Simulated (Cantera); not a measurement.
# Thermodynamics of carbon deposition, reforming and gasification, feed CH₄ + H₂

Charge: 1 mol CH₄, 78 mol H₂, equilibrated at 81.0 mbar.

Method: chemical equilibrium by Gibbs-energy minimisation in Cantera with the NASA 1993 tables (ideal gas, pure condensed phases). Candidate condensed phases: C, C₆H₆, C₇H₈, C₈H₁₈; 76 gas species. Kinetics and transport are ignored.

From 598 K to 898 K nothing is condensed. From 1048 K to 1798 K the condensed part is C(graphite). The main C-bearing gas is CH₄ at 598 K and C₂H₂ (acetylene) at 1798 K.

| T (K) | x H₂ | x CH₄ | x H | x C₂H₂ (acetylene) | n C(graphite) |
|---|---|---|---|---|---|
| 598 | 0.987 | 0.0127 | <1e-12 | <1e-12 | 0 |
| 748 | 0.987 | 0.0127 | 1.00e-12 | <1e-12 | 0 |
| 898 | 0.987 | 0.0127 | 3.82e-10 | 1.30e-11 | 0 |
| 1048 | 0.995 | 0.00468 | 2.71e-8 | 3.92e-9 | 0.627 |
| 1198 | 0.999 | 0.00130 | 6.68e-7 | 9.88e-8 | 0.896 |
| 1348 | 1.000 | 0.000472 | 8.13e-6 | 1.20e-6 | 0.962 |
| 1498 | 1.000 | 0.000210 | 6.04e-5 | 8.81e-6 | 0.982 |
| 1648 | 1.000 | 0.000108 | 0.000313 | 4.47e-5 | 0.984 |
| 1798 | 0.999 | 6.26e-5 | 0.00124 | 0.000172 | 0.967 |
x: gas mole fraction; n: condensed amount in mol.
